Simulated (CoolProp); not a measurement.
Saturation properties of isobutane.

Model: reference Helmholtz-energy equation of state, Bücker 2006, in CoolProp.

| T (K) | p (kPa) | enthalpy of vaporisation (kJ/kg) | liquid viscosity (µPa s) |
|---|---|---|---|
| 185.6 | 1.217 | 425.2 | 717 |
| 193.9 | 2.408 | 419.0 | ___ |
| 202.2 | 4.466 | 412.8 | 527 |
| 210.6 | 7.881 | ___ | ___ |
| 218.9 | 13.15 | 400.0 | 402 |
| 227.3 | 21.12 | ___ | 356 |
| 235.6 | 32.47 | ___ | ___ |
| 243.9 | 48.26 | 380.1 | 283 |
| 252.3 | ___ | 373.0 | 255 |

**Question.** Fill in the missing entries.

**Answer.** 
- 193.9, liquid viscosity (µPa s): 611
- 210.6, enthalpy of vaporisation (kJ/kg): 406.4
- 210.6, liquid viscosity (µPa s): 458
- 227.3, enthalpy of vaporisation (kJ/kg): 393.5
- 235.6, enthalpy of vaporisation (kJ/kg): 386.9
- 235.6, liquid viscosity (µPa s): 317
- 252.3, p (kPa): 69.92

It boils at 261.4 K under 1 atm.

Viscosity comes from a separate model (Vogel 2000).
